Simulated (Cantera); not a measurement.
**Moist CO burnout**

An isothermal, constant-pressure homogeneous reactor starts with CO : O₂ : H₂O : N₂ = 0.0046 : 0.0026 : 0.00089 : 1 (molar parts), at 1023 K and 9.87 atm.

Detailed kinetics in Cantera: GRI-Mech 3.0 (53 species, 325 reactions).

| t (s) | x CO | x O₂ | x H₂O | x NO | x H |
|---|---|---|---|---|---|
| 0.000200 | 0.00456 | 0.00258 | 0.000883 | <1e-12 | <1e-12 |
| 0.000579 | 0.00456 | 0.00258 | 0.000883 | <1e-12 | <1e-12 |
| 0.00168 | 0.00456 | 0.00258 | 0.000883 | <1e-12 | <1e-12 |
| 0.00485 | 0.00456 | 0.00258 | 0.000883 | <1e-12 | 1.69e-12 |
| 0.0140 | 0.00456 | 0.00258 | 0.000883 | <1e-12 | 4.90e-12 |
| 0.0406 | 0.00456 | 0.00258 | 0.000883 | <1e-12 | 1.90e-11 |
| 0.118 | 0.00456 | 0.00258 | 0.000883 | <1e-12 | 1.55e-10 |
| 0.340 | 0.00449 | 0.00254 | 0.000883 | <1e-12 | 1.45e-9 |
| 0.985 | 0.00416 | 0.00238 | 0.000882 | 4.18e-12 | 1.60e-9 |
| 2.85 | 0.00330 | 0.00195 | 0.000880 | 4.26e-11 | 1.65e-9 |
| 8.25 | 0.00173 | 0.00116 | 0.000881 | 2.84e-10 | 1.40e-9 |
| 23.9 | 0.000393 | 0.000495 | 0.000883 | 8.72e-10 | 6.92e-10 |
| 69.1 | 2.31e-5 | 0.000310 | 0.000885 | 8.07e-10 | 8.73e-11 |
| 200 | 8.32e-8 | 0.000298 | 0.000885 | 3.18e-9 | <1e-12 |
x: mole fraction; the columns are a selection and need not sum to one.

Equilibrium at this temperature and pressure: CO 1.10e-11, O₂ 0.000297, H₂O 0.000885, NO 1.70e-6, H <1e-12 (gas phase only).
